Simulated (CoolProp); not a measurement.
The numbers come from the reference Helmholtz-energy equation of state, Smukala 2000 in CoolProp.

Give the vapour pressure (kPa), liquid density (kg/m³), vapour density (kg/m³), liquid cp (kJ/(kg K)) of saturated ethylene at 232.5, 236, 239.6 K.


```
T (K)  p (kPa)  liquid density (kg/m³)  vapour density (kg/m³)  liquid cp (kJ/(kg K))
-----  -------  ----------------------  ----------------------  ---------------------
232.5     1420                     462                    26.2                   2.88
236       1580                     455                    29.2                   2.95
239.6     1750                     447                    32.7                   3.03
```
